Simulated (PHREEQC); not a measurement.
Make-up at 20 °C: 12 mmol/kgw NiSO4, 10 mmol/kgw CuCl2 and 2.7 mmol/kgw NaH2PO4. Closed to the air; pH follows from the charge balance.

Equilibrium calculation in PHREEQC: ion-association model, wateq4f.dat.

No solid was allowed to form.

Task: Order these Ni species by the share of Ni that they hold, largest first: Ni+2, NiCl+, NiSO4.

Result: Ni+2 (78 %), NiSO4 (20 %), NiCl+ (1.6 %)

The pH is 4.80 and the ionic strength 0.0615 mol/kgw. Saturation is exceeded, for instance for Cu3(PO4)2:3H2O, Antlerite; the values hold only as long as no solid forms. H3PO4, which wateq4f.dat lacks, is added to it with the constant of phreeqc.dat. The database has no phosphate complexes of Cu, Ni.
